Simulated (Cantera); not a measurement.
Charge: 1 mol CuO, 0.67 mol C, 0.16 mol N₂, at 2050 K.

Cantera equilibrium calculation (NASA polynomials, part measured and part estimated; ideal gas, pure solids and liquids). Candidate condensed phases: C, Cu, CuO, Cu₂O; 27 gas species. Rates play no part.

Problem. What share of the Cu ends up in condensed phases as a function of P (Pa), at 10, 36, 130, 460, 1700, 6000, 22000, 77000, 280000, 1000000?

Solution. 
```
P (Pa)   Cu condensed (%)     as
-------  ----------------  -----
10                    0.0      -
36                    0.0      -
130                   0.0      -
460                   0.0      -
1700                 44.3  Cu(l)
6000                 89.3  Cu(l)
22000                97.3  Cu(l)
77000                99.3  Cu(l)
280000               99.8  Cu(l)
1000000              99.9  Cu(l)
```
